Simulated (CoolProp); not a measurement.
Vapour-liquid equilibrium of R125 (1) + R134a (2) at 201.9 K; x and y are mole fractions of (1).

Computed with CoolProp (multi-fluid Helmholtz-energy mixture model, Lemmon 2005 and Tillner-Roth 1994; pair parameters Lemmon 2004).

| x | bubble pressure, mixture model (bar) | bubble pressure, Raoult's law (bar) | y, mixture model | y, Raoult's law |
|---|---|---|---|---|
| 0.05 | 0.08328 | 0.08306 | [?] | 0.167 |
| 0.125 | 0.09908 | 0.09844 | 0.356 | 0.353 |
| 0.2 | 0.1149 | 0.1138 | 0.491 | 0.488 |
| 0.275 | 0.1306 | 0.1292 | 0.594 | 0.592 |
| 0.35 | 0.1463 | 0.1446 | 0.674 | 0.673 |
| 0.425 | [?] | 0.1600 | 0.738 | 0.738 |
| 0.5 | 0.1772 | 0.1754 | 0.791 | 0.792 |
| 0.575 | 0.1924 | 0.1908 | 0.836 | 0.838 |
| 0.65 | [?] | 0.2062 | 0.874 | 0.876 |
| 0.725 | 0.2227 | 0.2215 | [?] | 0.910 |
| 0.8 | 0.2377 | 0.2369 | 0.936 | 0.939 |
| 0.875 | 0.2527 | 0.2523 | 0.962 | 0.964 |
| 0.95 | 0.2678 | 0.2677 | 0.985 | 0.986 |

Q: Some entries are withheld; supply them.

A: 
- 0.05, y, mixture model: 0.169
- 0.425, bubble pressure, mixture model (bar): 0.1618
- 0.65, bubble pressure, mixture model (bar): 0.2076
- 0.725, y, mixture model: 0.907

The largest gap from Raoult's law is +1.2 % in bubble pressure, at x = 0.35. No azeotrope shows between x = 0.05 and 0.95.

The pair parameters rest on a limited set of measurements; away from them the model extrapolates.
